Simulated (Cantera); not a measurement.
# Transport properties of process gases

Gas mixture: C2H4 : CH4 : C2H6 : H2 = 0.46 : 0.34 : 0.35 : 0.91 (molar parts), at 4.20 bar, frozen composition.

Cantera's kinetic-theory transport with the Lennard-Jones parameters of GRI-Mech 3.0, ideal gas; thermal conductivity in the multicomponent form. The composition is frozen, though it would react at the higher temperatures.

```tsv
T (K)	ρ (kg/m³)	cp (J/kg/K)	μ (µPa s)	λ (mW/m/K)	Pr	D (cm²/s) NH3	D (cm²/s) N2	D (cm²/s) C2H2
400	1.88	2847	13.8	83.2	0.471	0.109	0.105	0.0841
600	1.26	3531	19.1	128	0.530	0.234	0.214	0.175
800	0.942	4072	23.8	173	0.561	0.395	0.350	0.289
1000	0.753	4515	27.9	217	0.579	0.588	0.510	0.424
1200	0.628	4866	31.7	262	0.588	0.808	0.692	0.579
1400	0.538	5149	35.2	305	0.593	1.05	0.895	0.750
1600	0.471	5375	38.5	347	0.595	1.32	1.12	0.939
1800	0.418	5556	41.6	388	0.596	1.62	1.36	1.14
2000	0.377	5702	44.6	427	0.596	1.93	1.62	1.36
```
D: mixture-averaged diffusion coefficient of that species in the mixture.
